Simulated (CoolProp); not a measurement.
Methane at 298.15 K and 13.2 MPa is throttled through a valve to 6.73 MPa with no heat exchange. Each further row changes one setting.

Model: reference Helmholtz-energy equation of state, Setzmann 1991, in CoolProp.

```tsv
case	temperature change (K)	final phase	final density (kg/m³)
as stated	-22.9	supercritical	55.5
outlet pressure 2.02 MPa	?	?	16.6
outlet pressure 8.75 MPa	-14.5	supercritical	?
```

Q: Complete the blanks.

A: 
- outlet pressure 2.02 MPa, temperature change (K): -47.8
- outlet pressure 2.02 MPa, final phase: gas
- outlet pressure 8.75 MPa, final density (kg/m³): 71.4
